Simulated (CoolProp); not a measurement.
R115 along the isotherm -71.55 °C: fugacity coefficient from the reference equation and from simpler models built on Tc = 80.0 °C, pc = 3129 kPa, ω = 0.248; each cubic takes its own stable root.

The numbers come from the reference Helmholtz-energy equation of state, Lemmon 2016 in CoolProp.

| p (kPa) | phase | reference | van der Waals | Redlich-Kwong | Soave-Redlich-Kwong | Peng-Robinson |
|---|---|---|---|---|---|---|
| 99 | liquid | 0.1819 | 0.9660 | 0.3710 | 0.1793 | 0.1852 |
| 203 | liquid | 0.08924 | 0.9296 | 0.1821 | (withheld) | 0.09080 |
| 417 | liquid | 0.04396 | 0.4613 | 0.08979 | 0.04336 | 0.04470 |
| 857 | liquid | 0.02192 | 0.2334 | 0.04486 | 0.02165 | 0.02225 |
| 1760 | liquid | 0.01122 | 0.1231 | 0.02306 | 0.01111 | 0.01136 |
| 3610 | liquid | 0.006063 | 0.07058 | 0.01256 | 0.006037 | 0.006094 |
| 7420 | liquid | 0.003640 | 0.04772 | 0.007661 | 0.003664 | (withheld) |
| 15200 | liquid | 0.002721 | 0.04492 | 0.005896 | 0.002796 | 0.002622 |
| 31300 | liquid | 0.003152 | 0.08138 | 0.007193 | (withheld) | 0.002862 |

Some entries are withheld; supply them.


- 203, Soave-Redlich-Kwong: 0.08795
- 7420, Peng-Robinson: 0.003609
- 31300, Soave-Redlich-Kwong: 0.003365

At some of these states van der Waals gives the other phase, because its saturation line lies elsewhere.
